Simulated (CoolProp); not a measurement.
The fluoroketone C6F12O (FK-5-1-12) along the isotherm 352 K: fugacity coefficient from the reference equation and from simpler models built on Tc = 441.8 K, pc = 18.69 bar, ω = 0.471; each cubic takes its own stable root.

Model: reference Helmholtz-energy equation of state, McLinden 2015, in CoolProp.

| p (bar) | phase | reference |
|---|---|---|
| 0.0296 | gas | 0.9987 |
| 0.0673 | gas | 0.9971 |
| 0.153 | gas | 0.9934 |
| 0.348 | gas | 0.9851 |
| 0.793 | gas | 0.9660 |
| 1.8 | gas | 0.9229 |
| 4.11 | liquid | 0.5624 |
| 9.35 | liquid | 0.2572 |

### Question
How far does each simpler model (van der Waals, Redlich-Kwong, Soave-Redlich-Kwong, Peng-Robinson) lie from the reference over these 8 states: mean and median of the absolute difference, and the worst?

### Answer
- van der Waals: mean 25.8 %, median 0.9 %, worst +143.3 % at 352 K and 9.35 bar
- Redlich-Kwong: mean 15.0 %, median 0.5 %, worst +64.4 % at 352 K and 9.35 bar
- Soave-Redlich-Kwong: mean 0.6 %, median 0.2 %, worst +2.1 % at 352 K and 9.35 bar
- Peng-Robinson: mean 0.0 %, median 0.0 %, worst +0.2 % at 352 K and 1.8 bar

At some of these states van der Waals, Redlich-Kwong gives the other phase, because its saturation line lies elsewhere.
